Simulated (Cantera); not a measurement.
Source: NASA polynomial tables (part measured, part estimated), evaluated in Cantera. Values are per mole of reaction as written; species without (g) are pure solids or liquids, kept so even where they would boil at 1 bar.

3 Nb2O5 ⇌ O3(g) + 6 NbO2(g)

```tsv
T (K)	ΔH° (kJ)	ΔS° (J/K)	ΔG° (kJ)	log10 K	condensed phases
300	4640.3	1463.8	4201.1	-731.47	Nb2O5(s)
2250	3986.5	994.3	1749.3	-40.61	Nb2O5(l)
2300	3971.2	987.6	1699.8	-38.60	Nb2O5(l)
2350	___	___	___	___	Nb2O5(l)
2400	3940.9	974.7	1601.6	-34.86	Nb2O5(l)
2450	3925.9	968.5	1553.1	-33.11	Nb2O5(l)
2500	3910.9	962.4	1504.8	-31.44	Nb2O5(l)
2550	___	___	___	___	Nb2O5(l)
2600	3881.1	950.8	1409.1	-28.31	Nb2O5(l)
2650	3866.3	945.1	1361.7	-26.84	Nb2O5(l)
2700	3851.5	939.6	1314.6	-25.43	Nb2O5(l)
2750	3836.8	934.2	1267.8	-24.08	Nb2O5(l)
```

Q: Fill in the missing entries.

A: 
- 2350, ΔH° (kJ): 3956.1
- 2350, ΔS° (J/K): 981.1
- 2350, ΔG° (kJ): 1650.5
- 2350, log10 K: -36.69
- 2550, ΔH° (kJ): 3896.0
- 2550, ΔS° (J/K): 956.5
- 2550, ΔG° (kJ): 1456.8
- 2550, log10 K: -29.84
